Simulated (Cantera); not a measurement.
Input: 1 mol Fe3O4, 5.1 mol C, 1.3 mol CO, held at 1498.15 K and 465 Torr.

These are equilibrium values from Cantera (NASA tables, ideal gas, pure condensed phases), not measurements of a reactor. Candidate condensed phases: C, Fe, Fe(CO)5, FeO, Fe2O3, Fe3O4; 15 gas species. Iron dissolves carbon and melts from about 1420 K in contact with it, which pure phases cannot show. Condensed phases not in the tables: cementite and carbon dissolved in iron. Rates play no part.

Base state: CO 1.000, CO2 0.000418 (mole fractions); condensed: C(graphite) + Fe(γ).

Question: What changes in the equilibrium state with this change: C from 5.1 to 1.3 mol?

Answer: 
```json
[
 {"species": "CO", "before": "1.000", "after": "0.861"},
 {"species": "CO2", "before": "0.000418", "after": "0.139"},
 {"species": "C(graphite), mol", "before": "1.10", "after": "0"},
 {"species": "Fe(γ), mol", "before": "3.00", "after": "0.662"},
 {"species": "FeO(s), mol", "before": "0", "after": "2.34"}
]
```
Mutual solubility and eutectic melting of coexisting phases are not modelled. The tables' stoichiometric FeO is somewhat more stable than real wüstite, so its field is too wide. FeO: taken at fixed stoichiometry.
